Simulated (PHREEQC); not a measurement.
## Silver or lead bath

A solution holds 0.001 mol/kgw AgF and 0.035 mol/kgw Cu(NO3)2, at 25 °C. Closed to the air; pH follows from the charge balance.

The numbers come from PHREEQC with the ion-association model, wateq4f.dat.

| Property | Result |
|---|---|
| pH | 4.54 |
| ionic strength | 0.105 mol/kgw |

```tsv
species	molality	activity	log γ
NO3-	0.0700	0.0524	-0.126
Cu+2	0.0348	0.0137	-0.404
Ag+	0.000979	0.000762	-0.109
F-	0.000784	0.000593	-0.121
CuF+	0.000190	0.000148	-0.109
H+	3.51e-5	2.89e-5	-0.085
Cu2(OH)2+2	2.67e-5	9.80e-6	-0.436
HF	2.51e-5	2.57e-5	0.011
AgNO3	2.00e-5	2.05e-5	0.011
```

No solid was allowed to form.
